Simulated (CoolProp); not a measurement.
R1336mzz(E) at several states: Z from the reference equation and from simpler models built on Tc = 403.5 K, pc = 2779 kPa, ω = 0.413; each cubic takes its own stable root.

Values from CoolProp's reference Helmholtz-energy equation of state, Akasaka 2023.

| T (K) | p (kPa) | phase | reference | van der Waals | Soave-Redlich-Kwong | Peng-Robinson |
|---|---|---|---|---|---|---|
| 315.7 | 90.6 | gas | 0.9714 | 0.9825 | 0.9741 | 0.9726 |
| 311.7 | 11.7 | gas | 0.9962 | 0.9977 | 0.9966 | 0.9964 |
| 378.6 | 3800 | liquid | 0.1910 | 0.3102 | 0.2290 | 0.2036 |
| 285.8 | 29.1 | gas | 0.9872 | 0.9930 | 0.9889 | 0.9884 |
| 396.8 | 63.9 | gas | 0.9912 | 0.9928 | 0.9916 | 0.9907 |
